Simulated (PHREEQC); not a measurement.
Sulfide liquor

Make-up at 25 °C: 0.00021 mol H2S and 0.069 mol ZnCl2 per kg of water. Closed to the air; pH follows from the charge balance.

Computed with PHREEQC (ion-association model, wateq4f.dat).

This is a speciation only: nothing precipitates in the calculation.

Task: Predict the pH, ionic strength.

Result: pH 3.78; ionic strength 0.191 mol/kgw.

Task: In which forms is S present?

Result: Zn(HS)2 98 %, H2S 1.6 % of the S.

Examples of supersaturated solids here: ZnS(a), Sphalerite (slow to form). Others may be too. The polysulfide entries of wateq4f.dat were taken out for this run.
